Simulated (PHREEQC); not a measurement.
3.1 g of hydrous ferric oxide (600 m²/g; 0.2 weak and 0.005 strong sites per Fe, Dzombak-Morel constants, diffuse double layer) in 1 kg of water with 0.001 mol/kgw of an inert sodium salt and 0.021 mol CuSO4, 9.4e-06 mol MgCl2 and 0.00013 mol CuCl2, at 25 °C; the pH is set by adding NaOH or the inert anion's acid. O2 is buffered at 0.21 atm. The system is closed to CO2. No solid was allowed to form.

Model: ion-association model, wateq4f.dat, run in PHREEQC.

**Question.** Predict S sorbed (%), Cu sorbed (%), surface charge σ (C/m²), surface potential ψ (mV) at pH = 3.5, 6, 9, 9.5, 11.

**Answer.** 
| pH | S sorbed (%) | Cu sorbed (%) | surface charge σ (C/m²) | surface potential ψ (mV) |
|---|---|---|---|---|
| 3.5 | 15.4 | 0.8 | 0.033 | 52 |
| 6 | 9.0 | 24.8 | 0.092 | 100 |
| 9 | 5.7 | 22.7 | 0.068 | 83 |
| 9.5 | 2.1 | 20.0 | 0.047 | 66 |
| 11 | 0.0 | 16.3 | -0.008 | -15 |

Along this series the solution becomes supersaturated in solids that the run did not let form, among them Cu(OH)2, Brochantite, Antlerite, Atacamite. The database's constant for dissolved Cu(OH)2 is higher than later reviews accept. The oxide is taken as insoluble; below pH 4 it would dissolve.
